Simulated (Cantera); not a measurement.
Charge: 1 mol HgO, 0.76 mol H2, equilibrated at 1077 °C and 7.10 mbar.

Cantera equilibrium calculation (NASA polynomials, part measured and part estimated; ideal gas, pure solids and liquids). Candidate condensed phases: H2O, Hg, HgO; 10 gas species. Kinetics and transport are ignored.

Base state: Hg 0.532, H2O 0.404, O2 0.0638, OH 9.43e-5 (mole fractions); condensed: gas only.

Task: What changes in the equilibrium state with this change: temperature from 1077 °C to 177 °C?

Result: 
```json
[
 {"species": "H2O", "before": "0.404", "after": "0.500"},
 {"species": "Hg", "before": "0.532", "after": "0.500"},
 {"species": "O2", "before": "0.0638", "after": "1.97e-7"},
 {"species": "OH", "before": "9.43e-5", "after": "<1e-9"},
 {"species": "HgO(s), mol", "before": "0", "after": "0.240"}
]
```

Task: What changes in the equilibrium state with this change: 0.081 mol NH3 added?

Result: 
| species | before | after |
|---|---|---|
| Hg | 0.532 | 0.505 |
| H2O | 0.404 | 0.445 |
| O2 | 0.0638 | 0.0299 |
| N2 | 0 | 0.0204 |
| NO | 0 | 3.29e-5 |
| OH | 9.43e-5 | 8.18e-5 |

Task: What changes in the equilibrium state with this change: H2 from 0.76 to 0.067 mol?

Result: 
```tsv
species	before	after
Hg	0.532	0.652
O2	0.0638	0.304
H2O	0.404	0.0437
OH	9.43e-5	4.58e-5
```
